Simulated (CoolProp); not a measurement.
Vapour-liquid equilibrium of n-heptane (1) + n-dodecane (2) at 399.9 K; x and y are mole fractions of (1).

The numbers come from the multi-fluid Helmholtz-energy mixture model, Span 2003 and Lemmon 2004; pair parameters Bell 2016 in CoolProp.

```tsv
x	bubble pressure, mixture model (bar)	bubble pressure, Raoult's law (bar)	y, mixture model	y, Raoult's law
0.05	0.1565	0.1703	___	0.639
0.15	0.3532	0.3815	___	0.856
0.25	0.5611	0.5928	0.910	0.918
0.35	0.7747	0.8040	0.942	0.948
0.45	0.9898	1.015	0.961	0.965
0.55	___	1.226	___	0.976
0.65	1.416	1.438	0.982	0.984
0.75	1.628	1.649	0.988	0.990
0.85	1.842	1.860	0.993	0.995
0.95	___	2.071	0.998	0.998
```

Some entries are withheld; supply them.


- 0.05, y, mixture model: 0.604
- 0.15, y, mixture model: 0.840
- 0.55, bubble pressure, mixture model (bar): 1.204
- 0.55, y, mixture model: 0.973
- 0.95, bubble pressure, mixture model (bar): 2.063

The largest gap from Raoult's law is -8.1 % in bubble pressure, at x = 0.05. No azeotrope shows between x = 0.05 and 0.95.

Pair parameters are fitted to limited data, so mixtures are less certain than the pure fluids.
